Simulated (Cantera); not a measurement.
Charge: 1 mol Fe2O3, 0.75 mol H2, 0.24 mol H2O, equilibrated at 1075 K and 735 Torr.

Cantera equilibrium calculation (NASA polynomials, part measured and part estimated; ideal gas, pure solids and liquids). Candidate condensed phases: Fe, FeO, Fe(OH)2, Fe(OH)3, Fe2O3, Fe3O4, H2O; 12 gas species. Mutual solubility and eutectic melting of coexisting phases are not modelled. The tables' stoichiometric FeO is somewhat more stable than real wüstite, so its field is too wide. FeO: taken at fixed stoichiometry. Rates play no part.

Base state: H2O 0.944, H2 0.0565 (mole fractions); condensed: FeO(s) + Fe3O4(s).

Task: What changes in the equilibrium state with this change: 0.51 mol CH4 added?

Result: 
| species | before | after |
|---|---|---|
| H2 | 0.0565 | 0.568 |
| H2O | 0.944 | 0.229 |
| CO | 0 | 0.141 |
| CO2 | 0 | 0.0612 |
| CH4 | 0 | 0.000615 |
| FeO(s), mol | 1.08 | 2.00 |
| Fe3O4(s), mol | 0.306 | 0 |
Further candidate phases: C, C6H6, C7H8, C8H18, Fe(CO)5.

Task: What changes in the equilibrium state with this change: Fe2O3 replaced by Cr2O3?

Result: 
```tsv
species	before	after
H2	0.0565	0.758
H2O	0.944	0.242
FeO(s), mol	1.08	0
Fe3O4(s), mol	0.306	0
Cr2O3(s), mol	0	1.00
```
Further candidate phases: Cr, Cr2O3.
